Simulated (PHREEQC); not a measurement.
**Brine**

A solution holds 0.48 mol/kgw KCl, 0.03 mol/kgw NaHCO3 and 4.8e-05 mol/kgw H4SiO4, at 25 °C. Closed to the air; pH follows from the charge balance.

Model: Pitzer model, pitzer.dat, run in PHREEQC.

Each row changes one thing in this solution. No solid was allowed to form.

```
case                                       pH  CO2 (mol/kgw)  CO3-2 (mol/kgw)  H3SiO4- (mol/kgw)  SI of SiO2(a) (SiO2)  SI of Sylvite (KCl)
---------------------------------------  ----  -------------  ---------------  -----------------  --------------------  -------------------
as made                                  7.95       0.000465         0.000462            1.12e-6                 -1.64                -1.91
temperature from 25 to 10 °C             8.09       0.000433         0.000431            8.60e-7                 -1.50                -1.73
temperature from 25 to 65 °C             7.79       0.000580         0.000566            2.39e-6                 -1.95                -2.23
temperature from 25 to 35 °C             7.88       0.000490         0.000486            1.34e-6                 -1.73                -2.01
H4SiO4 from 4.8e-05 to 5.28e-05 mol/kgw  7.95       0.000465         0.000462            1.23e-6                 -1.60                -1.91
temperature from 25 to 40 °C             7.86       0.000503         0.000499            1.48e-6                 -1.77                -2.06
H4SiO4 from 4.8e-05 to 9.6e-06 mol/kgw   7.95       0.000464         0.000463            2.23e-7                 -2.34                -1.91
temperature from 25 to 30 °C             7.91       0.000477         0.000474            1.22e-6                 -1.68                -1.97
```

Species that the database lacks are ignored. Away from 25 °C the constants follow the database's enthalpies or fits; those with neither stay at their 25 °C values.
